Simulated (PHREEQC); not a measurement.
Make-up at 20 °C: 0.067 mol/kgw HF, 0.00018 mol/kgw (CH3)4NF, 6.5e-06 mol/kgw H4SiO4 and 0.0099 mol/kgw Na2SO4. Closed to the air; pH follows from the charge balance.

Computed with PHREEQC (ion-association model, wateq4f.dat).

The pH is 2.27 and the ionic strength is 0.0332 mol/kgw. The total alkalinity comes out as -67.0 meq/kg.

| species | molality | activity | log γ |
|---|---|---|---|
| HF | 0.0448 | 0.0452 | 0.003 |
| Na+ | 0.0194 | 0.0164 | -0.072 |
| SO4-2 | 0.00740 | 0.00384 | -0.285 |
| F- | 0.00726 | 0.00609 | -0.076 |
| H2F2 | 0.00630 | 0.00635 | 0.003 |
| H+ | 0.00621 | 0.00541 | -0.060 |
| HSO4- | 0.00214 | 0.00181 | -0.073 |
| HF2- | 0.00120 | 0.00101 | -0.076 |
| NaSO4- | 0.000359 | 0.000306 | -0.070 |
| (CH3)4N+ | 0.000180 | 0.000152 | -0.074 |
| NaF | 5.71e-5 | 5.75e-5 | 0.003 |
| SiF6-2 | 6.50e-6 | 3.38e-6 | -0.284 |

This is a speciation only: nothing precipitates in the calculation. (CH3)4N+ isn't in the database: it is added as a free cation with an ion size of 4 Å. wateq4f.dat counts part of the HF as a dimer, H2F2, which phreeqc.dat doesn't know; its constant is uncertain. SiF6-2 is the database's only silicon fluoride.
